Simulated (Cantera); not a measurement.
Charge: 1 mol SiH4, a varied amount of O2, 17 mol H2, equilibrated at 1602 °C and 0.100 bar.

Cantera equilibrium calculation (NASA polynomials, part measured and part estimated; ideal gas, pure solids and liquids). Candidate condensed phases: H2O, Si, SiO2; 18 gas species. The tables hold silica as quartz up to 1696 K and as liquid above; real silica turns to tridymite and cristobalite and melts near 1996 K. Gases not in the tables: Si(OH)4. Rates play no part.

log p: log10 of the partial pressure in bar; n: condensed amount in mol.

```tsv
n(O2) (mol)	log p H2O	log p H2	log p O2	log p OH	log p H	n SiO2(condensed)
2.3	-1.86	-1.07	-9.55	-5.62	-3.72	0.989
4	-1.50	-1.17	-8.62	-5.21	-3.77	0.996
5.7	-1.31	-1.30	-7.97	-4.95	-3.83	0.998
7.3	-1.18	-1.47	-7.36	-4.73	-3.92	0.999
9	…	…	…	…	…	1.000
11	-1.01	-3.70	-2.59	-3.46	-5.03	1.000
12	-1.04	…	…	…	…	1.000
14	-1.08	-4.15	-1.81	-3.29	-5.26	1.000
```

**Question.** What belongs in the gaps?

**Answer.** 
- 12, log p H2: -3.94
- 12, log p O2: -2.14
- 12, log p OH: -3.36
- 12, log p H: -5.15
- 9, log p H2O: -1.08
- 9, log p H2: -1.80
- 9, log p O2: -6.50
- 9, log p OH: -4.47
- 9, log p H: -4.08
